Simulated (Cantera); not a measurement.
# Thermodynamics of silicon carbide growth, feed (CH3)2SiCl2 + CH4 + H2

Feed: 1 mol (CH3)2SiCl2, 0.49 mol CH4, 1300 mol H2, equilibrated at 1900 K.

These are equilibrium values from Cantera (NASA tables, ideal gas, pure condensed phases), not measurements of a reactor. Candidate condensed phases: C, C6H6, C7H8, C8H18, Si, SiC; 109 gas species. The feed counts by its element totals alone. Equilibrium is a limit: real reactors are often held back by kinetics, nucleation or transport.

From 100 Pa to 32000 Pa the condensed part is C(graphite) + SiC(s). At 100000 Pa the condensed part is SiC(s). The main Si-bearing gas is Si at 100 Pa and SiH2 at 100000 Pa. The share of Si in condensed phases is highest at 100000 Pa (99.5 %) and lowest at 100 Pa (32.2 %).

| P (Pa) | log p H2 | log p H | log p HCl | log p CH4 | log p Si | log p C2H2 (acetylene) | log p Cl | log p SiH | n C(graphite) | n SiC(s) |
|---|---|---|---|---|---|---|---|---|---|---|
| 100 | -3.01 | -4.61 | -5.83 | -9.27 | -6.33 | -6.43 | -7.55 | -7.90 | 1.14 | 0.322 |
| 320 | -2.50 | -4.35 | -5.32 | -8.25 | -6.33 | -5.92 | -7.29 | -7.64 | 0.703 | 0.783 |
| 1000 | -2.00 | -4.10 | -4.82 | -7.26 | -6.33 | -5.42 | -7.04 | -7.39 | 0.560 | 0.926 |
| 3200 | -1.50 | -3.85 | -4.31 | -6.25 | -6.33 | -4.92 | -6.79 | -7.14 | 0.497 | 0.973 |
| 10000 | -1.00 | -3.60 | -3.82 | -5.25 | -6.33 | -4.42 | -6.54 | -6.89 | 0.430 | 0.989 |
| 32000 | -0.50 | -3.35 | -3.31 | -4.24 | -6.33 | -3.91 | -6.28 | -6.64 | 0.258 | 0.994 |
| 100000 | 0.00 | -3.10 | -2.81 | -3.30 | -6.29 | -3.51 | -6.04 | -6.35 | 0 | 0.995 |
log p: log10 of the partial pressure in bar; n: condensed amount in mol.
